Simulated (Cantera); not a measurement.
Charge: 1 mol Si, a varied amount of HCl, 0.21 mol N2, held at 10.0 mbar.

Cantera equilibrium calculation (NASA polynomials, part measured and part estimated; ideal gas, pure solids and liquids). Candidate condensed phases: NH4Cl, Si, Si3N4; 28 gas species. N2 is the only nitrogen source here; it is nearly inert below about 1500 K, so the nitride shown seldom forms there in practice. Mutual solubility and eutectic melting of coexisting phases are not modelled. The tables' values for SiCl3 are old estimates. Rates play no part.

Stable condensed phases, one row left out:

```
T in °C \ n(HCl) in mol
         1.4   2 2.7 3.7   5 6.9 9.4  13
   1152    A   B   B   B   C   C   C   C
   1102    A   A   B   B   B   C   C   C
   1052    A   A   B   B   B   C   C   C
   1002    A   A   B   B   B   C   C   C
    952    A   A   B   B   B   C   C   C
    902    A   A   B   B   B   C   C   C
    852    A   A   B   B   B   C   C   C
    752    A   A   A   B   B   C   C   C
    702    A   A   A   B   B   C   C   C
    652    A   A   A   B   B   C   C   C
    602    A   A   B   B   B   C   C   C
    552    A   A   B   B   B   C   C   C
    502    A   A   B   B   B   C   C   C
```

A: Si + Si3N4; B: Si3N4; C: gas only.

Q: Give the row for 802 °C.

A: 1.4: Si + Si3N4; 2: Si + Si3N4; 2.7: Si + Si3N4; 3.7: Si3N4; 5: Si3N4; 6.9: gas only; 9.4: gas only; 13: gas only.
